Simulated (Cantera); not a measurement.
A closed system holds: 1 mol CO₂, 3.2 mol H₂O, 0.26 mol N₂, at 2800 °C and 1.33 mbar.

Equilibrium computed with Cantera from the NASA thermochemical tables; the gas is ideal and each condensed phase is pure. Candidate condensed phases: C, C₆H₆, C₇H₈, C₈H₁₈, H₂O; 136 gas species. Kinetics and transport are ignored.

Base state: H 0.525, O 0.337, CO 0.0862, N₂ 0.0217, OH 0.0101, H₂ 0.00952, O₂ 0.00725, NO 0.00161 (mole fractions); condensed: gas only.

### Question
What changes in the equilibrium state with this change: temperature from 2800 °C to 2675 °C?

### Answer
```csv
species,before,after
H,0.525,0.510
O,0.337,0.320
CO,0.0862,0.0880
H₂,0.00952,0.0192
O₂,0.00725,0.0153
OH,0.0101,0.0196
N₂,0.0217,0.0222
H₂O,0.000520,0.00232
CO₂,0.000623,0.00145
N,8.90e-5,4.04e-5
```

### Question
What changes in the equilibrium state with this change: temperature from 2800 °C to 1377 °C?

### Answer
```
species    before     after
-------  --------  --------
H₂O      0.000520     0.710
CO₂      0.000623     0.219
N₂         0.0217    0.0580
H           0.525  0.000155
O           0.337   4.20e-5
CO         0.0862   0.00383
OH         0.0101   0.00128
N         8.90e-5     <1e-9
NO        0.00161   8.35e-5
H₂        0.00952   0.00386
O₂        0.00725   0.00350
```

### Question
What changes in the equilibrium state with this change: H₂O from 3.2 to 0.18 mol?

### Answer
| species | before | after |
|---|---|---|
| O | 0.337 | 0.399 |
| CO | 0.0862 | 0.361 |
| H | 0.525 | 0.127 |
| N₂ | 0.0217 | 0.0925 |
| OH | 0.0101 | 0.00288 |
| O₂ | 0.00725 | 0.0102 |
| H₂ | 0.00952 | 0.000556 |
| H₂O | 0.000520 | 3.59e-5 |
| CO₂ | 0.000623 | 0.00309 |
| NO | 0.00161 | 0.00392 |
| N | 8.90e-5 | 0.000184 |
